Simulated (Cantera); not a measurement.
Mixture: CH4 : O2 : N2 = 1 : 0.952 : 4.57 (molar parts), equivalence ratio 2.1, at 280000 Pa, adiabatic and at constant volume. Ignition delay is the time to a rise of 400 K.

Computed with Cantera and GRI-Mech 3.0 (53 species, 325 reactions).

Task: Predict: delay at 1125 K; delay at 1325 K; delay at 1525 K; delay at 1725 K; delay at 1925 K; apparent activation energy between 1825 and 2025 K.

Result: 
| Quantity | Result |
|---|---|
| delay at 1125 K | 90.6 ms |
| delay at 1325 K | 6.34 ms |
| delay at 1525 K | 0.657 ms |
| delay at 1725 K | 0.101 ms |
| delay at 1925 K | 25.3 µs |
| apparent activation energy between 1825 and 2025 K | 180 kJ/mol |
